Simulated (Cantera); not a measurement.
**Oxide etching and cleaning by halides: MgO + NF3**

Charge: 1 mol MgO, a varied amount of NF3, held at 1650 K and 85.0 Pa.

These are equilibrium values from Cantera (NASA tables, ideal gas, pure condensed phases), not measurements of a reactor. Candidate condensed phases: Mg, MgF2, MgO; 24 gas species. Equilibrium is a limit: real reactors are often held back by kinetics, nucleation or transport.

| n(NF3) (mol) | x F | x MgF2 | x O2 | x N2 | x NO | x O | x Mg2F4 |
|---|---|---|---|---|---|---|---|
| 0.75 | 0.118 | 0.470 | 0.234 | 0.176 | 0.00119 | 0.000430 | 0.000148 |
| 0.98 | 0.321 | 0.341 | 0.170 | 0.167 | 0.000987 | 0.000366 | 7.77e-5 |
| 1.3 | 0.469 | 0.247 | 0.123 | 0.160 | 0.000822 | 0.000311 | 4.07e-5 |
| 1.7 | 0.569 | 0.183 | 0.0912 | 0.156 | 0.000698 | 0.000268 | 2.25e-5 |
| 2.2 | 0.639 | 0.139 | 0.0690 | 0.152 | 0.000601 | 0.000233 | 1.29e-5 |
| 2.9 | 0.694 | 0.104 | 0.0515 | 0.150 | 0.000515 | 0.000201 | 7.17e-6 |
| 3.8 | 0.734 | 0.0781 | 0.0387 | 0.148 | 0.000444 | 0.000175 | 4.08e-6 |
x: gas mole fraction; nothing condenses.

From 0.75 mol NF3 to 3.8 mol NF3 nothing is condensed. The main Mg-bearing gas is MgF2 throughout.
